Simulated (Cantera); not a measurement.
Charge: 1 mol Fe₃O₄, 2.3 mol CO, equilibrated at 900 K and 900 Pa.

Method: chemical equilibrium by Gibbs-energy minimisation in Cantera with the NASA 1993 tables (ideal gas, pure condensed phases). Candidate condensed phases: C, Fe, Fe(CO)₅, FeO, Fe₂O₃, Fe₃O₄; 15 gas species. The tables' stoichiometric FeO is somewhat more stable than real wüstite, so its field is too wide. FeO: taken at fixed stoichiometry. Kinetics and transport are ignored.

Base state: CO 0.565, CO₂ 0.435 (mole fractions); condensed: FeO(s).

What changes in the equilibrium state with this change: temperature from 900 K to 1998 K?


```
species      before     after
-----------  ------  --------
CO            0.565     0.557
CO₂           0.435     0.437
Fe            <1e-9   0.00518
FeO           <1e-9  0.000369
O₂            <1e-9  0.000116
O             <1e-9   7.47e-5
FeO(s), mol    3.00         0
FeO(l), mol       0      2.99
```

What changes in the equilibrium state with this change: pressure from 900 Pa to 101000 Pa?


```csv
species,before,after
CO₂,0.435,0.659
CO,0.565,0.341
"FeO(s), mol",3.00,3.00
"C(graphite), mol",0,0.311
```
